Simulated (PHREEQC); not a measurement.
Synthetic water in mg/kgw, 12 °C, pH 2.04, pe 9.1: Na 105; K 28.5; Ca 151; Mg 5.38; Cl 78.9; S(6) as SO4 1390; N(5) as NO3 0.213.

Na is adjusted to close the charge balance.
Valence states are taken as typed.

Model: ion-association model, phreeqc.dat, run in PHREEQC.

```
Property                      Result
--------------------  --------------
ionic strength        0.0370 mol/kgw
specific conductance      3900 µS/cm
total alkalinity        -14.4 meq/kg
```

| species | molality | activity | log γ |
|---|---|---|---|
| H+ | 0.0105 | 0.00912 | -0.061 |
| SO4-2 | 0.00930 | 0.00473 | -0.294 |
| Na+ | 0.00791 | 0.00668 | -0.073 |
| HSO4- | 0.00381 | 0.00321 | -0.075 |
| Ca+2 | 0.00267 | 0.00138 | -0.286 |
| Cl- | 0.00222 | 0.00186 | -0.078 |
| CaSO4 | 0.00104 | 0.00105 | 0.004 |
| K+ | 0.000710 | 0.000593 | -0.078 |
| NaSO4- | 0.000171 | 0.000145 | -0.072 |
| Mg+2 | 0.000157 | 8.28e-5 | -0.278 |
| MgSO4 | 6.42e-5 | 6.47e-5 | 0.004 |
| CaHSO4+ | 6.32e-5 | 5.32e-5 | -0.075 |
| KSO4- | 1.83e-5 | 1.56e-5 | -0.072 |
| NO3- | 3.44e-6 | 2.85e-6 | -0.081 |

This is a speciation only: nothing precipitates in the calculation. Complexes and solids missing from the database can't appear. Away from 25 °C the constants follow the database's enthalpies or fits; those with neither stay at their 25 °C values.
